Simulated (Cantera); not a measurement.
Feed: 1 mol CO₂, 0.12 mol O₂, 1.7 mol H₂, at 1625 K and 0.0190 bar.

Method: chemical equilibrium by Gibbs-energy minimisation in Cantera with the NASA 1993 tables (ideal gas, pure condensed phases). Candidate condensed phases: C, C₆H₆, C₇H₈, C₈H₁₈, H₂O; 110 gas species. Kinetics and transport are ignored.

Base state: H₂O 0.352, H₂ 0.278, CO 0.263, CO₂ 0.107, H 0.000270, OH 1.44e-5 (mole fractions); condensed: gas only.

Question: What changes in the equilibrium state with this change: CO₂ replaced by NH₃?

Answer: 
```tsv
species	before	after
H₂	0.278	0.800
N₂	0	0.135
H₂O	0.352	0.0648
CO	0.263	0
CO₂	0.107	0
OH	1.44e-5	1.56e-6
H	0.000270	0.000458
```

Question: What changes in the equilibrium state with this change: temperature from 1625 K to 2150 K?

Answer: 
```
species    before     after
-------  --------  --------
H₂O         0.352     0.369
CO          0.263     0.284
H₂          0.278     0.246
CO₂         0.107    0.0831
H        0.000270    0.0152
O₂        6.65e-9   8.11e-5
O         1.15e-8  0.000128
```

Question: What changes in the equilibrium state with this change: temperature from 1625 K to 2100 K?

Answer: 
```csv
species,before,after
H₂O,0.352,0.369
CO,0.263,0.283
H₂,0.278,0.250
CO₂,0.107,0.0848
H,0.000270,0.0113
O₂,6.65e-9,4.05e-5
O,1.15e-8,6.42e-5
OH,1.44e-5,0.00199
```
